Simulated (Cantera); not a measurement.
A closed system holds: 1 mol C2H4, 0.071 mol H2O, 12 mol N2, held at 1.60 mbar.

These are equilibrium values from Cantera (NASA tables, ideal gas, pure condensed phases), not measurements of a reactor. Candidate condensed phases: C, C6H6, C7H8, C8H18, H2O; 136 gas species. The numbers say what is thermodynamically allowed, not how fast it happens.

Q: Which condensed phases are stable at each of these points (T (°C)): 2100, 2150, 2200, 2250, 2300, 2350, 2400, 2450, 2500, 2550, 2600, 2650, 2700, 2750?

A: 
```tsv
T (°C)	condensed phases	C condensed (%)
2100	C(graphite)	84.3
2150	C(graphite)	82.9
2200	C(graphite)	81.3
2250	C(graphite)	79.4
2300	C(graphite)	76.6
2350	C(graphite)	72.2
2400	C(graphite)	64.7
2450	C(graphite)	51.6
2500	C(graphite)	28.6
2550	gas only	0.0
2600	gas only	0.0
2650	gas only	0.0
2700	gas only	0.0
2750	gas only	0.0
```

From 2100 °C to 2500 °C the condensed part is C(graphite). From 2550 °C to 2750 °C nothing is condensed.
